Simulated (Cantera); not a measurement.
A Cantera script and what it prints.

```python
import numpy as np
import cantera as ct

gas_names = [...]  # 118 gases of nasa_gas.yaml made of C, Cl, F, H
cond_names = """
    C(gr) C6H6(L) C7H8(L) C8H18(L),n-octa
""".split()


# ... load() reads the species with a 1 bar reference pressure and builds the phases ...
atoms = {
    'CH3Cl': {'C': 1, 'H': 3, 'CL': 1},
    'F2': {'F': 2},
}
top_T = {'C(gr)': 4500}  # K; cautious upper limits of use, not melting points


# ... equilibrate(T, P, feed) seeds the gas with the atoms and calls Mixture.equilibrate('TP', solver="vcs", rtol=1e-11, max_steps=5000) ...
results = []
feed = {'CH3Cl': 1, 'F2': 1.4}  # mol
T = 1050  # K
P = 7900  # Pa
mix = equilibrate(T, P, feed)
results.append((T, P, feed, dict(zip(mix.species_names, mix.species_moles))))
x = sorted(zip(gas.X, gas.species_names), reverse=True)
print(f"T = {T:g} K  P = {P:g} Pa  gas = {mix.phase_moles(0):.4g} mol")
print("   x: " + "  ".join(f"{s} {v:.3e}" for v, s in x if v > 1e-06))
print("   condensed (mol): " + ("  ".join(f"{mix.phase(i).name} {mix.phase_moles(i):.4g}"
      for i in range(1, mix.n_phases) if mix.phase_moles(i) > 1e-12) or "none"))
```

It prints:

```
T = 1050 K  P = 7900 Pa  gas = 3.209 mol
   x: HF 6.345e-01  HCL 3.005e-01  CF4 5.894e-02  CL2 5.097e-03  CCLF3 7.798e-04  CL 2.012e-04  CCL2F2 1.241e-05  H2F2 1.061e-06
   condensed (mol): C(gr) 0.8083
```

These are equilibrium values from Cantera (NASA tables, ideal gas, pure condensed phases), not measurements of a reactor. Gases not in the tables: C2F6 and larger saturated fluorocarbons.
